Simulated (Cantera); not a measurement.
Feed: 1 mol CH2F2, 0.15 mol F2.

These are equilibrium values from Cantera (NASA tables, ideal gas, pure condensed phases), not measurements of a reactor. Candidate condensed phases: C, C6H6, C7H8, C8H18; 95 gas species. Kinetics and transport are ignored.

Stable condensed phases, one row left out:

```
T in K \ P in Pa
              1    5.2     27    140    720   3700  19000 100000
   3350       A      A      A      A      A      A      B      B
   3250       A      A      A      A      A      A      B      B
   3150       A      A      A      A      A      B      B      B
   3050       A      A      A      A      B      B      B      B
   2850       A      A      A      B      B      B      B      B
   2750       A      A      B      B      B      B      B      B
   2650       A      A      B      B      B      B      B      B
   2550       A      B      B      B      B      B      B      B
```

A: gas only; B: C.

Task: Give the row for 2950 K.

Result: 1: gas only; 5.2: gas only; 27: gas only; 140: gas only; 720: C; 3700: C; 19000: C; 100000: C.
